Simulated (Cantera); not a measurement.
An isothermal plug-flow reactor at 1075 K and 310000 Pa (inlet), inlet velocity 0.11 m/s, active area per volume 1200 1/m; feed CH4 : O2 : N2 = 0.0061 : 0.082 : 0.79 (molar parts), equivalence ratio 0.15.

Detailed kinetics in Cantera: Deutschmann's 1995 Pt surface mechanism with GRI-Mech 3.0 gas chemistry. Catalytic surfaces can have several steady states; this one follows from the mechanism file's or the stated starting coverage. Mass transfer to the wall is taken as infinitely fast.

Task: Predict: x(CH4) at z = 0.0046 m; x(O2) at z = 0.0046 m; x(H2O) at z = 0.0046 m; x(CO2) at z = 0.0046 m; x(CO) at z = 0.0046 m; θ(free Pt) at the exit; θ(O*) at the exit; θ(OH*) at the exit.

Result: 
| Quantity | Result |
|---|---|
| x(CH4) at z = 0.0046 m | 4.32e-5 |
| x(O2) at z = 0.0046 m | 0.0797 |
| x(H2O) at z = 0.0046 m | 0.0137 |
| x(CO2) at z = 0.0046 m | 0.00683 |
| x(CO) at z = 0.0046 m | 1.13e-7 |
| θ(free Pt) at the exit | 0.226 |
| θ(O*) at the exit | 0.771 |
| θ(OH*) at the exit | 0.00303 |
